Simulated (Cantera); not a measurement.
What does this Cantera script print?

```python
import numpy as np
import cantera as ct

gas_names = """
    H HNO HNO2 HNO3 HO2 H2 H2O H2O2 N NH NH2 NH3 NH2OH NO NO2 NO3 N2 N2H2 N2H4 N2O O OH O2 O3 Si SiH
    SiH2 SiH3 SiH4 SiN SiO SiO2 Si2 Si2N Si3
""".split()
cond_names = """
    H2O(s) H2O(L) Si(cr) Si(L) SiO2(Lqz) SiO2(hqz) SiO2(L) Si2N2O(s) Si3N4(a)
""".split()


# ... load() reads the species with a 1 bar reference pressure and builds the phases ...
atoms = {
    'Si3N4': {'Si': 3, 'N': 4},
    'N2O': {'N': 2, 'O': 1},
    'H2': {'H': 2},
}
top_T = {'Si2N2O(s)': 2100, 'Si3N4(a)': 2400}  # K; cautious upper limits of use, not melting points


# ... equilibrate(T, P, feed) seeds the gas with the atoms and calls Mixture.equilibrate('TP', solver="vcs", rtol=1e-11, max_steps=5000) ...
results = []
P = 120  # Pa
for T in [1000, 1075, 1150, 1225, 1300, 1375, 1450, 1525, 1600, 1675, 1750, 1825, 1900, 1975]:
    for m in [0.12, 0.23, 0.33, 0.43, 0.54, 0.64, 0.75, 0.85, 0.96]:
        feed = {'Si3N4': 1, 'N2O': m, 'H2': 370}  # mol
        mix = equilibrate(T, P, feed)
        results.append((T, P, feed, dict(zip(mix.species_names, mix.species_moles))))

for T, P, feed, n in results:
    print(f"{T:7g} {feed['N2O']:10.4g}  " + (" + ".join(c for c in cond_names if n.get(c, 0) > 1e-12) or "gas only"))
```

Result:

```
   1000       0.12  Si2N2O(s) + Si3N4(a)
   1000       0.23  Si2N2O(s) + Si3N4(a)
   1000       0.33  Si2N2O(s) + Si3N4(a)
   1000       0.43  Si2N2O(s) + Si3N4(a)
   1000       0.54  Si2N2O(s) + Si3N4(a)
   1000       0.64  Si2N2O(s) + Si3N4(a)
   1000       0.75  Si2N2O(s) + Si3N4(a)
   1000       0.85  Si2N2O(s) + Si3N4(a)
   1000       0.96  Si2N2O(s) + Si3N4(a)
   1075       0.12  Si2N2O(s) + Si3N4(a)
   1075       0.23  Si2N2O(s) + Si3N4(a)
   1075       0.33  Si2N2O(s) + Si3N4(a)
   1075       0.43  Si2N2O(s) + Si3N4(a)
   1075       0.54  Si2N2O(s) + Si3N4(a)
   1075       0.64  Si2N2O(s) + Si3N4(a)
   1075       0.75  Si2N2O(s) + Si3N4(a)
   1075       0.85  Si2N2O(s) + Si3N4(a)
   1075       0.96  Si2N2O(s) + Si3N4(a)
   1150       0.12  Si2N2O(s) + Si3N4(a)
   1150       0.23  Si2N2O(s) + Si3N4(a)
   1150       0.33  Si2N2O(s) + Si3N4(a)
   1150       0.43  Si2N2O(s) + Si3N4(a)
   1150       0.54  Si2N2O(s) + Si3N4(a)
   1150       0.64  Si2N2O(s) + Si3N4(a)
   1150       0.75  Si2N2O(s) + Si3N4(a)
   1150       0.85  Si2N2O(s) + Si3N4(a)
   1150       0.96  Si2N2O(s) + Si3N4(a)
   1225       0.12  Si2N2O(s) + Si3N4(a)
   1225       0.23  Si2N2O(s) + Si3N4(a)
   1225       0.33  Si2N2O(s) + Si3N4(a)
   1225       0.43  Si2N2O(s) + Si3N4(a)
   1225       0.54  Si2N2O(s) + Si3N4(a)
   1225       0.64  Si2N2O(s) + Si3N4(a)
   1225       0.75  Si2N2O(s) + Si3N4(a)
   1225       0.85  Si2N2O(s) + Si3N4(a)
   1225       0.96  Si2N2O(s) + Si3N4(a)
   1300       0.12  Si2N2O(s) + Si3N4(a)
   1300       0.23  Si2N2O(s) + Si3N4(a)
   1300       0.33  Si2N2O(s) + Si3N4(a)
   1300       0.43  Si2N2O(s) + Si3N4(a)
   1300       0.54  Si2N2O(s) + Si3N4(a)
   1300       0.64  Si2N2O(s) + Si3N4(a)
   1300       0.75  Si2N2O(s) + Si3N4(a)
   1300       0.85  Si2N2O(s) + Si3N4(a)
   1300       0.96  Si2N2O(s) + Si3N4(a)
   1375       0.12  Si(cr) + Si2N2O(s) + Si3N4(a)
   1375       0.23  Si(cr) + Si2N2O(s) + Si3N4(a)
   1375       0.33  Si(cr) + Si2N2O(s) + Si3N4(a)
   1375       0.43  Si(cr) + Si2N2O(s) + Si3N4(a)
   1375       0.54  Si(cr) + Si2N2O(s) + Si3N4(a)
   1375       0.64  Si(cr) + Si2N2O(s) + Si3N4(a)
   1375       0.75  Si2N2O(s) + Si3N4(a)
   1375       0.85  Si2N2O(s) + Si3N4(a)
   1375       0.96  Si2N2O(s) + Si3N4(a)
   1450       0.12  Si(cr)
   1450       0.23  Si(cr) + Si2N2O(s)
   1450       0.33  Si(cr) + Si2N2O(s)
   1450       0.43  Si(cr) + Si2N2O(s)
   1450       0.54  Si(cr) + Si2N2O(s)
   1450       0.64  Si(cr) + Si2N2O(s)
   1450       0.75  Si(cr) + Si2N2O(s)
   1450       0.85  Si(cr) + Si2N2O(s)
   1450       0.96  Si(cr) + Si2N2O(s)
   1525       0.12  Si(cr)
   1525       0.23  Si(cr)
   1525       0.33  Si(cr)
   1525       0.43  Si(cr)
   1525       0.54  Si(cr)
   1525       0.64  Si(cr)
   1525       0.75  Si(cr)
   1525       0.85  Si(cr)
   1525       0.96  Si(cr)
   1600       0.12  Si(cr)
   1600       0.23  Si(cr)
   1600       0.33  Si(cr)
   1600       0.43  Si(cr)
   1600       0.54  Si(cr)
   1600       0.64  Si(cr)
   1600       0.75  Si(cr)
   1600       0.85  Si(cr)
   1600       0.96  Si(cr)
   1675       0.12  Si(cr)
   1675       0.23  Si(cr)
   1675       0.33  Si(cr)
   1675       0.43  Si(cr)
   1675       0.54  Si(cr)
   1675       0.64  Si(cr)
   1675       0.75  Si(cr)
   1675       0.85  Si(cr)
   1675       0.96  Si(cr)
   1750       0.12  Si(L)
   1750       0.23  Si(L)
   1750       0.33  Si(L)
   1750       0.43  Si(L)
   1750       0.54  Si(L)
   1750       0.64  Si(L)
   1750       0.75  Si(L)
   1750       0.85  Si(L)
   1750       0.96  Si(L)
   1825       0.12  Si(L)
   1825       0.23  Si(L)
   1825       0.33  Si(L)
   1825       0.43  Si(L)
   1825       0.54  Si(L)
   1825       0.64  Si(L)
   1825       0.75  Si(L)
   1825       0.85  Si(L)
   1825       0.96  Si(L)
   1900       0.12  gas only
   1900       0.23  gas only
   1900       0.33  gas only
   1900       0.43  gas only
   1900       0.54  gas only
   1900       0.64  gas only
   1900       0.75  gas only
   1900       0.85  gas only
   1900       0.96  gas only
   1975       0.12  gas only
   1975       0.23  gas only
   1975       0.33  gas only
   1975       0.43  gas only
   1975       0.54  gas only
   1975       0.64  gas only
   1975       0.75  gas only
   1975       0.85  gas only
   1975       0.96  gas only
```

Method: chemical equilibrium by Gibbs-energy minimisation in Cantera with the NASA 1993 tables (ideal gas, pure condensed phases). Mutual solubility and eutectic melting of coexisting phases are not modelled.
